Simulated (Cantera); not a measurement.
Feed: 1 mol Si2Cl6, 45 mol NH3, held at 578 Torr.

These are equilibrium values from Cantera (NASA tables, ideal gas, pure condensed phases), not measurements of a reactor. Candidate condensed phases: NH4Cl, Si, Si3N4; 28 gas species. The feed counts by its element totals alone. Gases not in the tables: Si2H6 and higher silanes. Equilibrium is a limit: real reactors are often held back by kinetics, nucleation or transport.

Over these rows the condensed part is Si3N4(s). Partial pressures as log10 of bar:

| T (K) | 1000/T (1/K) | log p SiCl2 | log p H2 | log p N2 | log p HCl |
|---|---|---|---|---|---|
| 1175 | 0.8511 | -6.73 | -0.27 | -0.75 | -1.30 |
| 1325 | 0.7547 | -5.41 | -0.27 | -0.75 | -1.30 |
| 1475 | 0.6780 | -4.36 | -0.27 | -0.75 | -1.30 |
| 1625 | 0.6154 | ? | -0.27 | -0.75 | -1.30 |
| 1775 | 0.5634 | -2.87 | -0.27 | -0.75 | -1.32 |
| 1925 | 0.5195 | -2.40 | -0.26 | -0.75 | -1.38 |

Task: Fit log p(SiCl2) = a + b·(1000/T) to the five rows, give the apparent enthalpy, and predict the row at 1625 K.

Result: Means: 1000/T = 0.6733, log p = -4.354. Sxy = -0.972056, Sxx = 0.0739933, so b = -13.14 and a = -4.354 − (-13.14)×0.6733 = 4.49.
Apparent enthalpy: −19.145 × (-13.14) = 252 kJ/mol. With the condensed phases at unit activity, 1/3 Si3N4(s) + 2 HCl(g) = SiCl2(g) + H2(g) + 2/3 N2(g) links this pressure to the main gases: over the six rows their terms move log p by -0.17 in all, so the slope is close to that reaction's ΔH°. The five rows lie within 0.06 of the line.
Prediction at 1625 K: 4.49 + (-13.14)×0.6154 = -3.60. The computed value is -3.52, 0.08 from the line.
